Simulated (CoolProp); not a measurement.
Properties of R404A along the isobar 20 MPa.

The numbers come from the reference Helmholtz-energy equation of state, Lemmon 2003 in CoolProp. It is a pseudo-pure fit of the blend.

```
T (K)          phase       Z  speed of sound (m/s)  isothermal compressibility (1/MPa)  conductivity (mW/(m K))
-----  -------------  ------  --------------------  ----------------------------------  -----------------------
215.4         liquid  0.7872                 882.1                            0.001362                      103
250.9         liquid  0.7233                 744.3                            0.002025                     92.4
286.5         liquid  0.6835                 621.5                            0.003119                     83.1
322.1         liquid  0.6638                 511.5                            0.005032                     75.0
357.7  supercritical  0.6639                 416.5                            0.008469                     67.8
393.3  supercritical  0.6851                 341.7                             0.01429                     61.7
428.8  supercritical  0.7267                 291.7                             0.02235                     56.7
464.4  supercritical  0.7820                 264.8                             0.03051                     53.4
500    supercritical  0.8398                 254.5                             0.03646                     51.5
```

Thermal conductivity comes from a separate model (Geller 2001).
